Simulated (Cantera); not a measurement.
Input: 1 mol CuO, 2.4 mol CH4, 0.58 mol H2, at 60.0 Pa.

These are equilibrium values from Cantera (NASA tables, ideal gas, pure condensed phases), not measurements of a reactor. Candidate condensed phases: C, C6H6, C7H8, C8H18, Cu, CuO, Cu(OH)2, Cu2O, H2O; 113 gas species. Kinetics and transport are ignored.

x: gas mole fraction; n: condensed amount in mol.

```tsv
T (K)	x H2	x CO	x H	x Cu	x C2H2 (acetylene)	x Cu2	x C2H	n C(graphite)	n Cu(l)
1498	0.831	0.155	0.000640	0.0133	7.33e-6	5.13e-6	1.05e-11	1.40	0.914
1573	0.805	0.150	___	___	___	___	___	1.40	___
1648	0.729	0.136	0.00310	0.132	3.26e-5	0.000122	6.00e-10	1.40	0.0291
1723	0.724	0.135	0.00633	0.135	6.55e-5	6.92e-5	3.57e-9	1.40	0
1798	0.718	0.135	0.0122	0.135	0.000124	3.91e-5	1.83e-8	1.40	0
1873	0.710	0.134	0.0222	0.134	0.000221	2.29e-5	8.17e-8	1.40	0
1948	0.695	0.133	0.0385	0.133	0.000375	1.39e-5	3.24e-7	1.39	0
2023	0.673	0.131	___	0.131	___	___	___	1.39	0
2098	0.641	0.129	0.101	0.129	0.000915	5.50e-6	3.69e-6	1.39	0
2173	0.596	0.125	0.152	0.125	0.00132	3.53e-6	1.08e-5	1.38	0
```

**Question.** What belongs in the gaps?

**Answer.** 
- 1573, x H: 0.00149
- 1573, x Cu: 0.0442
- 1573, x C2H2 (acetylene): 1.66e-5
- 1573, x Cu2: 2.71e-5
- 1573, x C2H: 8.90e-11
- 1573, n Cu(l): 0.704
- 2023, x H: 0.0636
- 2023, x C2H2 (acetylene): 0.000602
- 2023, x Cu2: 8.67e-6
- 2023, x C2H: 1.15e-6
